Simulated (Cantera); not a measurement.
**Equilibrium for carbon deposition, reforming and gasification: acetone + H2O + N2**

A closed system holds: 1 mol acetone, 0.13 mol H2O, 1.5 mol N2, equilibrated at 10.0 mbar.

These are equilibrium values from Cantera (NASA tables, ideal gas, pure condensed phases), not measurements of a reactor. Candidate condensed phases: C, C6H6, C7H8, C8H18, H2O; 136 gas species. The feed counts by its element totals alone. Rates play no part.

From 1375 °C to 1925 °C the condensed part is C(graphite). The main C-bearing gas is CO throughout. The share of C in condensed phases is highest at 1375 °C (62.1 %) and lowest at 1925 °C (59.6 %).

```csv
T (°C),x H2,x N2,x CO,x H,x HCN,x C2H2 (acetylene),x HNC,x CN,n C(graphite)
1375,0.542,0.260,0.196,0.000656,0.00103,2.43e-5,2.68e-5,1.08e-8,1.86
1425,0.542,0.260,0.196,0.00106,0.00136,3.90e-5,4.04e-5,2.74e-8,1.86
1475,0.541,0.259,0.196,0.00168,0.00177,6.11e-5,5.96e-5,6.63e-8,1.86
1525,0.540,0.259,0.196,0.00259,0.00227,9.32e-5,8.59e-5,1.52e-7,1.86
1575,0.539,0.258,0.196,0.00389,0.00288,0.000139,0.000121,3.35e-7,1.85
1625,0.537,0.258,0.196,0.00573,0.00359,0.000202,0.000168,7.04e-7,1.85
1675,0.534,0.257,0.195,0.00826,0.00443,0.000288,0.000228,1.43e-6,1.84
1725,0.531,0.256,0.195,0.0117,0.00539,0.000403,0.000305,2.78e-6,1.83
1775,0.527,0.255,0.195,0.0163,0.00650,0.000552,0.000402,5.25e-6,1.82
1825,0.521,0.253,0.194,0.0222,0.00774,0.000744,0.000521,9.61e-6,1.81
1875,0.514,0.252,0.193,0.0299,0.00912,0.000985,0.000665,1.71e-5,1.80
1925,0.506,0.250,0.192,0.0396,0.0106,0.00128,0.000838,2.95e-5,1.79
```
x: gas mole fraction; n: condensed amount in mol.
